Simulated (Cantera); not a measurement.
Charge: 1 mol Si₃N₄, 0.57 mol CO₂, 200 mol H₂, held at 2123 K and 0.0165 Torr.

Method: chemical equilibrium by Gibbs-energy minimisation in Cantera with the NASA 1993 tables (ideal gas, pure condensed phases). Candidate condensed phases: C, C₆H₆, C₇H₈, C₈H₁₈, H₂O, Si, SiC, SiO₂, Si₂N₂O, Si₃N₄; 151 gas species. Equilibrium is a limit: real reactors are often held back by kinetics, nucleation or transport.

Base state: H 0.519, H₂ 0.461, Si 0.00874, N₂ 0.00720, SiO 0.00205, CO 0.00205, SiH 1.44e-5 (mole fractions); condensed: gas only.

**Question.** What changes in the equilibrium state with this change: temperature from 2123 K to 1723.15 K?

**Answer.** 
```csv
species,before,after
H₂,0.461,0.936
H,0.519,0.0377
Si,0.00874,0.0112
Si₂C,<1e-9,7.22e-5
HCN,2.19e-7,2.42e-5
Si₂,1.35e-7,1.34e-5
SiH,1.44e-5,7.34e-5
```

**Question.** What changes in the equilibrium state with this change: CO₂ from 0.57 to 2.9 mol?

**Answer.** 
```csv
species,before,after
H,0.519,0.516
H₂,0.461,0.456
CO,0.00205,0.0103
Si,0.00874,0.000358
SiO,0.00205,0.0103
SiH,1.44e-5,5.85e-7
N₂,0.00720,0.00714
```

**Question.** What changes in the equilibrium state with this change: temperature from 2123 K to 1948.15 K?

**Answer.** 
```csv
species,before,after
H₂,0.461,0.765
H,0.519,0.211
Si,0.00874,0.0105
SiH,1.44e-5,3.32e-5
SiO,0.00205,0.00248
N₂,0.00720,0.00870
CO,0.00205,0.00248
```
